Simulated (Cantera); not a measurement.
Input: 1 mol MgSO4, 6.1 mol H2O, 1.3 mol O2, at 1198 K and 0.0800 bar.

Equilibrium computed with Cantera from the NASA thermochemical tables; the gas is ideal and each condensed phase is pure. Candidate condensed phases: H2O, H2SO4, Mg, MgO, Mg(OH)2, MgS, MgSO4, S; 26 gas species. The numbers say what is thermodynamically allowed, not how fast it happens.

Base state: H2O 0.687, O2 0.201, SO2 0.109, SO3 0.00361, OH 1.42e-5 (mole fractions); condensed: MgO(s).

Task: What changes in the equilibrium state with this change: MgSO4 replaced by CsOH?

Result: 
```json
[
 {"species": "H2O", "before": "0.687", "after": "0.726"},
 {"species": "O2", "before": "0.201", "after": "0.155"},
 {"species": "CsOH", "before": "0", "after": "0.119"},
 {"species": "SO2", "before": "0.109", "after": "0"},
 {"species": "SO3", "before": "0.00361", "after": "0"},
 {"species": "Cs2(OH)2", "before": "0", "after": "0.000206"},
 {"species": "OH", "before": "1.42e-5", "after": "1.37e-5"},
 {"species": "MgO(s), mol", "before": "1.00", "after": "0"}
]
```
Further candidate phases: Cs, CsOH.

Task: What changes in the equilibrium state with this change: temperature from 1198 K to 525 K?

Result: 
| species | before | after |
|---|---|---|
| H2O | 0.687 | 0.824 |
| O2 | 0.201 | 0.176 |
| SO2 | 0.109 | <1e-9 |
| SO3 | 0.00361 | <1e-9 |
| OH | 1.42e-5 | <1e-9 |
| MgO(s), mol | 1.00 | 0 |
| MgSO4(s), mol | 0 | 1.00 |
